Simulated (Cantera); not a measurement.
Cantera run:

```python
import numpy as np
import cantera as ct

gas_names = """
    C CO CO2 C2 C2O C3 C3O2 C4 C5 Fe FeC5O5 FeO O O2 O3
""".split()
cond_names = """
    C(gr) Fe(a) Fe(c) Fe(d) Fe(L) FeC5O5(L) FeO(s) FeO(L) Fe2O3(s) Fe3O4(s)
""".split()


# ... load() reads the species with a 1 bar reference pressure and builds the phases ...
atoms = {
    'Fe3O4': {'Fe': 3, 'O': 4},
    'CO': {'C': 1, 'O': 1},
}
top_T = {'C(gr)': 4500, 'Fe2O3(s)': 1830, 'Fe3O4(s)': 1870}  # K; cautious upper limits of use, not melting points


# ... equilibrate(T, P, feed) seeds the gas with the atoms and calls Mixture.equilibrate('TP', solver="vcs", rtol=1e-11, max_steps=5000) ...
results = []
feed = {'Fe3O4': 1, 'CO': 11}  # mol
P = 45000  # Pa
for T in [923, 1023, 1123, 1223, 1323, 1423, 1523]:
    mix = equilibrate(T, P, feed)
    results.append((T, P, feed, dict(zip(mix.species_names, mix.species_moles))))

top = {s: max(r[3][s] / sum(r[3][g] for g in gas_names) for r in results) for s in gas_names}
cols = sorted((s for s in top if top[s] > 1e-05), key=lambda s: -top[s])[:6]
seen = [c for c in cond_names if any(r[3].get(c, 0) > 1e-12 for r in results)]
print("log10 of partial pressures in bar; condensed amounts in mol")
print(f"{'T/K':>10s}" + "".join(f"{s[:9]:>10s}" for s in cols + seen))
for T, P, feed, n in results:
    ng = sum(n[g] for g in gas_names)
    print(f"{T:10.4g}" + "".join(f"{np.log10(max(n[s] / ng * P / 1e5, 1e-99)):10.3f}" for s in cols)
          + "".join(f"{n.get(c, 0):10.4g}" for c in seen))
```

Output:

```
log10 of partial pressures in bar; condensed amounts in mol
       T/K        CO       CO2     C(gr)     Fe(a)     Fe(c)    FeO(s)
       923    -0.600    -0.701     2.678         0         0         3
      1023    -0.442    -1.051         0     1.175         0     1.825
      1123    -0.432    -1.095         0    0.9661         0     2.034
      1223    -0.425    -1.129         0         0    0.8171     2.183
      1323    -0.420    -1.158         0         0    0.6993     2.301
      1423    -0.415    -1.184         0         0     0.599     2.401
      1523    -0.411    -1.208         0         0    0.5128     2.487
```

Equilibrium computed with Cantera from the NASA thermochemical tables; the gas is ideal and each condensed phase is pure. Mutual solubility and eutectic melting of coexisting phases are not modelled. The tables' stoichiometric FeO is somewhat more stable than real wüstite, so its field is too wide. FeO: taken at fixed stoichiometry. Condensed phases not in the tables: cementite and carbon dissolved in iron.
